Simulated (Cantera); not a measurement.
Ammonia decomposition in nitride growth gas

An isothermal, constant-pressure homogeneous reactor starts with NH₃ : N₂ : H₂ = 1 : 0.18 : 0.017 (molar parts), at 1525 K and 1.00 bar.

Detailed kinetics in Cantera: the gas-phase N/H chemistry of the illustrative SiF4/NH3 mechanism in the Surface Chemkin manual (1991). Walls and surfaces, which speed up NH3 decomposition in real reactors, are not modelled.

```json
[
 {"t (s)": "0.000300", "x NH₃": "0.835", "x N₂": "0.150", "x NH₂": "5.68e-6", "x N₂H₂": "3.50e-9", "x NH": "1.35e-9", "x H₂": "0.0142"},
 {"t (s)": "0.000823", "x NH₃": "0.835", "x N₂": "0.150", "x NH₂": "1.54e-5", "x N₂H₂": "3.01e-8", "x NH": "9.91e-9", "x H₂": "0.0142"},
 {"t (s)": "0.00226", "x NH₃": "0.835", "x N₂": "0.150", "x NH₂": "3.66e-5", "x N₂H₂": "1.87e-7", "x NH": "5.09e-8", "x H₂": "0.0142"},
 {"t (s)": "0.00620", "x NH₃": "0.835", "x N₂": "0.150", "x NH₂": "5.09e-5", "x N₂H₂": "3.72e-7", "x NH": "9.16e-8", "x H₂": "0.0144"},
 {"t (s)": "0.0170", "x NH₃": "0.835", "x N₂": "0.151", "x NH₂": "5.13e-5", "x N₂H₂": "3.79e-7", "x NH": "9.34e-8", "x H₂": "0.0148"},
 {"t (s)": "0.0468", "x NH₃": "0.833", "x N₂": "0.151", "x NH₂": "5.12e-5", "x N₂H₂": "3.77e-7", "x NH": "9.40e-8", "x H₂": "0.0159"},
 {"t (s)": "0.128", "x NH₃": "0.829", "x N₂": "0.152", "x NH₂": "5.09e-5", "x N₂H₂": "3.73e-7", "x NH": "9.55e-8", "x H₂": "0.0191"},
 {"t (s)": "0.352", "x NH₃": "0.819", "x N₂": "0.154", "x NH₂": "5.02e-5", "x N₂H₂": "3.61e-7", "x NH": "9.85e-8", "x H₂": "0.0275"},
 {"t (s)": "0.967", "x NH₃": "0.792", "x N₂": "0.159", "x NH₂": "4.84e-5", "x N₂H₂": "3.32e-7", "x NH": "1.02e-7", "x H₂": "0.0495"},
 {"t (s)": "2.65", "x NH₃": "0.727", "x N₂": "0.171", "x NH₂": "4.45e-5", "x N₂H₂": "2.69e-7", "x NH": "1.01e-7", "x H₂": "0.102"},
 {"t (s)": "7.29", "x NH₃": "0.597", "x N₂": "0.196", "x NH₂": "3.69e-5", "x N₂H₂": "1.69e-7", "x NH": "8.79e-8", "x H₂": "0.207"},
 {"t (s)": "20.0", "x NH₃": "0.410", "x N₂": "0.231", "x NH₂": "2.57e-5", "x N₂H₂": "7.27e-8", "x NH": "6.37e-8", "x H₂": "0.359"}
]
```
x: mole fraction; the columns are a selection and need not sum to one.

Equilibrium at this temperature and pressure: NH₃ 1.81e-5, N₂ 0.310, NH₂ 1.17e-9, N₂H₂ <1e-12, NH 3.02e-12, H₂ 0.690 (gas phase only).
